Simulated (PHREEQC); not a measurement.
Model water analysis in mg/kgw, 25 °C, pH 1.96, pe 12.1:

```json
[
 {"constituent": "Na", "mg/kgw": "1300"},
 {"constituent": "K", "mg/kgw": "155"},
 {"constituent": "Ca", "mg/kgw": "279"},
 {"constituent": "Mg", "mg/kgw": "130"},
 {"constituent": "Cl", "mg/kgw": "299"},
 {"constituent": "S(6) as SO4", "mg/kgw": "4800"},
 {"constituent": "Zn", "mg/kgw": "9.83"},
 {"constituent": "Pb", "mg/kgw": "13.5"},
 {"constituent": "Mn(2)", "mg/kgw": "34.2"},
 {"constituent": "Si as SiO2", "mg/kgw": "1.51"},
 {"constituent": "Fe(3)", "mg/kgw": "39.4"}
]
```

Valence states are taken as typed.

Model: ion-association model, wateq4f.dat, run in PHREEQC.

Each row changes one thing in this solution. Precipitation was switched off in this run.

```csv
case,ionic strength (mol/kgw),Na+ (mol/kgw),SO4-2 (mol/kgw),HSO4- (mol/kgw),Ca+2 (mol/kgw),K+ (mol/kgw),SI of Gypsum (CaSO4:2H2O),SI of Quartz (SiO2)
as made,0.117,0.0540,0.0272,0.0134,0.00397,0.00372,-0.27,-0.61
all concentrations times 3 at the same typed pH,0.322,0.154,0.0795,0.0297,0.00986,0.0105,+0.31,-0.10
temperature from 25 to 20 °C at the same typed pH,0.119,0.0539,0.0282,0.0125,0.00398,0.00373,-0.25,-0.53
Ca from 279 to 558 mg/kgw,0.123,0.0541,0.0257,0.0125,0.00823,0.00374,+0.01,-0.60
```

Species that the database lacks are ignored. Some of these states are supersaturated (in Anglesite, Hematite (slow to form), Gypsum, for instance).
